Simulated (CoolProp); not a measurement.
1000 sccm (0 °C, 1 atm) of nitrogen bubbles through liquid water at 341.4 K and leaves saturated at a total pressure of 0.15 MPa (ideal gas phase). Each further row changes one setting.

Model: reference Helmholtz-energy equation of state, Wagner 2002, in CoolProp.

```csv
case,vapour pressure (kPa),mole fraction of vapour,delivery (mg/min),delivery (sccm),change of delivery for a bath 1 K warmer (%)
as stated,28.9,0.193,192,239,5.6
bath temperature 346.4 K,35.9,0.239,252,314,5.7
total pressure 0.3 MPa,28.9,0.0964,85.7,107,5.0
```
